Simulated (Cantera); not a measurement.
Input: 1 mol Hg, 1.9 mol O₂, 0.23 mol N₂, held at 1498 K and 86.0 mbar.

Equilibrium computed with Cantera from the NASA thermochemical tables; the gas is ideal and each condensed phase is pure. Candidate condensed phases: Hg, HgO; 10 gas species. Kinetics and transport are ignored.

Base state: O₂ 0.607, Hg 0.319, N₂ 0.0732, NO 0.000628, O 1.05e-5 (mole fractions); condensed: gas only.

Problem. What changes in the equilibrium state with this change: Hg replaced by Pb?

Solution. 
| species | before | after |
|---|---|---|
| O₂ | 0.607 | 0.771 |
| N₂ | 0.0732 | 0.126 |
| PbO | 0 | 0.100 |
| Hg | 0.319 | 0 |
| Pb | 0 | 0.00190 |
| NO | 0.000628 | 0.000929 |
| O | 1.05e-5 | 1.18e-5 |
| PbO(l), mol | 0 | 0.815 |
Gases not in the tables: (PbO)n polymers. Further candidate phases: Pb, PbO, PbO₂, Pb₃O₄.

Problem. What changes in the equilibrium state with this change: temperature from 1498 K to 1623.15 K?

Solution. 
| species | before | after |
|---|---|---|
| O₂ | 0.607 | 0.606 |
| Hg | 0.319 | 0.319 |
| N₂ | 0.0732 | 0.0729 |
| NO | 0.000628 | 0.00110 |
| O | 1.05e-5 | 5.06e-5 |
